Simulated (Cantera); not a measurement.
Feed: 1 mol BN, 48 mol H2, held at 1673 K and 1.33 mbar.

Cantera equilibrium calculation (NASA polynomials, part measured and part estimated; ideal gas, pure solids and liquids). Candidate condensed phases: B, BN; 15 gas species. Mutual solubility and eutectic melting of coexisting phases are not modelled. The tables' values for BH2 are old estimates; treat these amounts as uncertain. Kinetics and transport are ignored.

Problem. What is the equilibrium state?

Solution. 
```json
{
  "x(H2)": "0.997",
  "x(H)": "0.00311",
  "x(N2)": "0.000255",
  "x(BH2)": "4.89e-5",
  "n(B(s))": "0.0222 mol",
  "n(BN(s))": "0.975 mol",
  "gas_amount": "48.09 mol"
}
```
